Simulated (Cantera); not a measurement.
**Ignition delay**

Mixture: C2H4 : O2 : N2 : CO2 = 0.68 : 1.88 : 7.05 : 0.25 (molar parts), equivalence ratio 1.1, at 3750 Torr, adiabatic and at constant pressure. Ignition delay is the time to a rise of 400 K.

Cantera simulation using GRI-Mech 3.0 (53 species, 325 reactions); the numbers are that mechanism's predictions, not measurements. GRI-Mech 3.0 was tuned for natural gas; its chemistry of ethylene as a main component is partial and can be far from experiment.

```tsv
T0 (K)	delay (ms)
1125	6.25
1225	0.423
1325	0.0488
1425	0.0143
1525	0.00740
1625	0.00469
```

```json
{
  "apparent activation energy between 1425 and 1625 K": "110 kJ/mol"
}
```
